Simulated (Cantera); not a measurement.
An isothermal, constant-pressure homogeneous reactor starts with CO : O2 : H2O : N2 = 0.0027 : 0.009 : 0.09 : 1 (molar parts), at 1298 K and 0.132 atm. Integrator tolerance rtol = 1e-08.

Cantera simulation using GRI-Mech 3.0 (53 species, 325 reactions); the numbers are that mechanism's predictions, not measurements.

What does this change do: temperature 1298 to 900 K?


| quantity | before | after |
|---|---|---|
| x(CO) at 2.00 s | 9.31e-8 (gas-phase equilibrium 1.20e-8) | 0.000132 (gas-phase equilibrium <1e-12) |
| x(O2) at 2.00 s | 0.00695 (gas-phase equilibrium 0.00691) | 0.00702 (gas-phase equilibrium 0.00695) |
| x(H2O) at 2.00 s | 0.0818 (gas-phase equilibrium 0.0818) | 0.0818 (gas-phase equilibrium 0.0818) |
| x(H2) at 2.00 s | 1.61e-6 (gas-phase equilibrium 2.27e-7) | 1.22e-5 (gas-phase equilibrium 8.65e-12) |
| x(O) at 2.00 s | 2.78e-7 (gas-phase equilibrium 3.91e-8) | 3.41e-7 (gas-phase equilibrium 1.24e-12) |
| x(CO2) at 2.00 s | 0.00245 (gas-phase equilibrium 0.00245) | 0.00232 (gas-phase equilibrium 0.00245) |
| x(H) at 2.00 s | 2.63e-8 (gas-phase equilibrium 1.41e-9) | 2.37e-7 (gas-phase equilibrium <1e-12) |
